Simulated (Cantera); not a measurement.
Feed: 1 mol Si₂Cl₆, a varied amount of NH₃, equilibrated at 477 °C and 0.440 bar.

These are equilibrium values from Cantera (NASA tables, ideal gas, pure condensed phases), not measurements of a reactor. Candidate condensed phases: NH₄Cl, Si, Si₃N₄; 28 gas species. The feed counts by its element totals alone. Equilibrium is a limit: real reactors are often held back by kinetics, nucleation or transport.

x: gas mole fraction; n: condensed amount in mol.

```tsv
n(NH₃) (mol)	x H₂	x SiCl₄	x HCl	x N₂	x SiHCl₃	x NH₃	n Si₃N₄(s)
0.69	0.388	0.577	0.0307	2.91e-8	0.00330	9.28e-8	0.172
0.95	0.346	…	…	…	…	…	…
1.3	0.371	…	0.270	…	…	…	…
1.8	0.408	0.235	0.289	0.0677	0.000150	0.000152	0.284
2.5	0.446	0.164	0.293	0.0961	0.000113	0.000208	0.321
3.4	0.481	0.112	0.287	0.120	8.49e-5	0.000259	0.362
4.7	0.516	0.0706	0.272	0.141	6.05e-5	0.000312	0.412
6.5	0.548	0.0411	0.250	0.160	4.07e-5	0.000365	0.468
9	0.580	0.0213	0.222	0.176	2.52e-5	0.000417	0.528
12	0.607	0.0105	0.193	0.189	1.50e-5	0.000463	0.577
17	0.639	0.00367	0.154	0.203	6.89e-6	0.000517	0.623
```

Question: What belongs in the gaps?

Answer: 
- 0.95, x SiCl₄: 0.425
- 0.95, x HCl: 0.220
- 0.95, x N₂: 0.00874
- 0.95, x SiHCl₃: 0.000303
- 0.95, x NH₃: 4.28e-5
- 0.95, n Si₃N₄(s): 0.224
- 1.3, x SiCl₄: 0.322
- 1.3, x N₂: 0.0371
- 1.3, x SiHCl₃: 0.000200
- 1.3, x NH₃: 9.78e-5
- 1.3, n Si₃N₄(s): 0.253
